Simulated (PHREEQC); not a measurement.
0.012 g of hydrous ferric oxide (600 m²/g; 0.2 weak and 0.005 strong sites per Fe, Dzombak-Morel constants, diffuse double layer) in 1 kg of water with 0.01 mol/kgw of an inert sodium salt and 3e-07 mol/kgw MgCl2 and 2.9e-06 mol/kgw ZnCl2, at 25 °C; the pH is set by adding NaOH or the inert anion's acid. Oxygen is held at 0.21 atm. No CO2 enters from the air. No solid was allowed to form.

Base run: PHREEQC, ion-association model, wateq4f.dat. Each further column changes one thing. The table gives Zn sorbed (%).

| pH | base | no electrostatic term (-no_edl) | background salt from 0.01 to 0.001 mol/kgw | oxide from 0.012 to 0.06 g/kgw | 0.00011 mol/kgw NaF added |
|---|---|---|---|---|---|
| 3 | 0.0 | 0.0 | 0.0 | 0.0 | 0.0 |
| 3.67 | 0.0 | 0.0 | 0.0 | 0.0 | 0.0 |
| 5 | 0.1 | 0.2 | 0.1 | 0.4 | 0.1 |
| 5.67 | 1.1 | 4.1 | 1.0 | 5.4 | 1.7 |
| 6.33 | 10.0 | 20.8 | 10.0 | 38.9 | 11.5 |
| 7.67 | 71.3 | 87.6 | 74.0 | 98.8 | 71.7 |
| 8.33 | 95.9 | 95.8 | 96.5 | 99.9 | 96.0 |
| 9 | 98.5 | 91.0 | 98.6 | 100.0 | 98.5 |
| 10.33 | 97.7 | 20.3 | 98.4 | 100.0 | 97.7 |
| 11 | 95.2 | 2.9 | 97.2 | 99.9 | 95.2 |

The oxide is taken as insoluble; below pH 4 it would dissolve.
